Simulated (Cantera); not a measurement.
Cantera run:

```python
import numpy as np
import cantera as ct

gas_names = """
    H HNO HNO2 HNO3 HO2 H2 H2O H2O2 N NH NH2 NH3 NH2OH NO NO2 NO3 N2 N2H2 N2H4 N2O O OH O2 O3 Si SiH
    SiH2 SiH3 SiH4 SiN SiO SiO2 Si2 Si2N Si3
""".split()
cond_names = """
    H2O(s) H2O(L) Si(cr) Si(L) SiO2(Lqz) SiO2(hqz) SiO2(L) Si2N2O(s) Si3N4(a)
""".split()


# ... load() reads the species with a 1 bar reference pressure and builds the phases ...
atoms = {
    'Si2H6': {'Si': 2, 'H': 6},
    'NO': {'N': 1, 'O': 1},
    'H2': {'H': 2},
    'O2': {'O': 2},
}
top_T = {'Si2N2O(s)': 2100, 'Si3N4(a)': 2400}  # K; cautious upper limits of use, not melting points


# ... equilibrate(T, P, feed) seeds the gas with the atoms and calls Mixture.equilibrate('TP', solver="vcs", rtol=1e-11, max_steps=5000) ...
results = []
feed = {'Si2H6': 1, 'NO': 2.9, 'H2': 6.4, 'O2': 0.1}  # mol
T = 1750  # K
P = 13332.2  # Pa
mix = equilibrate(T, P, feed)
results.append((T, P, feed, dict(zip(mix.species_names, mix.species_moles))))
x = sorted(zip(gas.X, gas.species_names), reverse=True)
print(f"T = {T:g} K  P = {P:g} Pa  gas = {mix.phase_moles(0):.4g} mol")
print("   x: " + "  ".join(f"{s} {v:.3e}" for v, s in x if v > 1e-06))
print("   condensed (mol): " + ("  ".join(f"{mix.phase(i).name} {mix.phase_moles(i):.4g}"
      for i in range(1, mix.n_phases) if mix.phase_moles(i) > 1e-12) or "none"))
```

Output:

```
T = 1750 K  P = 13332.2 Pa  gas = 10.85 mol
   x: H2 8.660e-01  N2 1.127e-01  SiO 2.044e-02  H 5.927e-04  H2O 2.552e-04  NH3 1.172e-06
   condensed (mol): SiO2(L) 1.324  Si2N2O(s) 0.227
```

These are equilibrium values from Cantera (NASA tables, ideal gas, pure condensed phases), not measurements of a reactor. The feed counts by its element totals alone. Mutual solubility and eutectic melting of coexisting phases are not modelled. The tables hold silica as quartz up to 1696 K and as liquid above; real silica turns to tridymite and cristobalite and melts near 1996 K.
